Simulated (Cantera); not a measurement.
Cantera run:

```python
import numpy as np
import cantera as ct

gas_names = """
    AL ALO ALO2 AL2 AL2O AL2O2 O O2 O3 Ti TiO TiO2
""".split()
cond_names = """
    AL(cr) AL(L) AL2O3(a) AL2O3(L) Ti(a) Ti(b) Ti(L) TiO(a) TiO(b) TiO(L) TiO2(ru) TiO2(L) Ti2O3(a)
    Ti2O3(b) Ti2O3(L) Ti3O5(a) Ti3O5(b) Ti3O5(L) Ti4O7(s) Ti4O7(L)
""".split()


# ... load() reads the species with a 1 bar reference pressure and builds the phases ...
atoms = {
    'TiO2': {'Ti': 1, 'O': 2},
    'Al2O3': {'AL': 2, 'O': 3},
    'O2': {'O': 2},
}
top_T = {}  # K; cautious upper limits of use, not melting points


# ... equilibrate(T, P, feed) seeds the gas with the atoms and calls Mixture.equilibrate('TP', solver="vcs", rtol=1e-11, max_steps=5000) ...
results = []
feed = {'TiO2': 1, 'Al2O3': 0.38, 'O2': 0.74}  # mol
T = 875  # K
P = 410000  # Pa
mix = equilibrate(T, P, feed)
results.append((T, P, feed, dict(zip(mix.species_names, mix.species_moles))))
x = sorted(zip(gas.X, gas.species_names), reverse=True)
print(f"T = {T:g} K  P = {P:g} Pa  gas = {mix.phase_moles(0):.4g} mol")
print("   x: " + "  ".join(f"{s} {v:.3e}" for v, s in x if v > 0.001))
print("   condensed (mol): " + ("  ".join(f"{mix.phase(i).name} {mix.phase_moles(i):.4g}"
      for i in range(1, mix.n_phases) if mix.phase_moles(i) > 1e-12) or "none"))
```

It prints:

```
T = 875 K  P = 410000 Pa  gas = 0.74 mol
   x: O2 1.000e+00
   condensed (mol): AL2O3(a) 0.38  TiO2(ru) 1
```

Cantera equilibrium calculation (NASA polynomials, part measured and part estimated; ideal gas, pure solids and liquids). Condensed phases not in the tables: mixed aluminates and titanates, alloys, solid solutions and most ternary compounds.
